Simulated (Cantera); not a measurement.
An isothermal, constant-pressure homogeneous reactor starts with CH₄ : H₂ = 1 : 1.4 (molar parts), at 1375 K and 0.415 atm. Integrator tolerance rtol = 1e-08.

Model: GRI-Mech 3.0 (53 species, 325 reactions), integrated in Cantera. GRI-Mech 3.0 stops at C3 and has no aromatics, soot or wall deposition, so with more carbon than oxygen in the feed, carbon stays in small species such as C2H2 where larger ones or solid carbon would form.

Problem. What does this change do: temperature 1375 to 1775 K?

Solution. 
```
quantity                                              before                                      after
-----------------  -----------------------------------------  -----------------------------------------
x(CH₄) at 2.00 s         0.388 (gas-phase equilibrium 0.217)    0.00861 (gas-phase equilibrium 0.00861)
x(H₂) at 2.00 s          0.601 (gas-phase equilibrium 0.710)        0.847 (gas-phase equilibrium 0.847)
x(CH₂) at 2.00 s   8.58e-11 (gas-phase equilibrium 1.20e-10)    4.58e-8 (gas-phase equilibrium 4.58e-8)
x(CH₃) at 2.00 s     3.11e-5 (gas-phase equilibrium 2.73e-5)    8.50e-5 (gas-phase equilibrium 8.50e-5)
x(C₂H₆) at 2.00 s  0.000102 (gas-phase equilibrium 0.000132)    7.39e-7 (gas-phase equilibrium 7.39e-7)
x(H) at 2.00 s       2.42e-6 (gas-phase equilibrium 4.48e-6)  0.000414 (gas-phase equilibrium 0.000414)
```
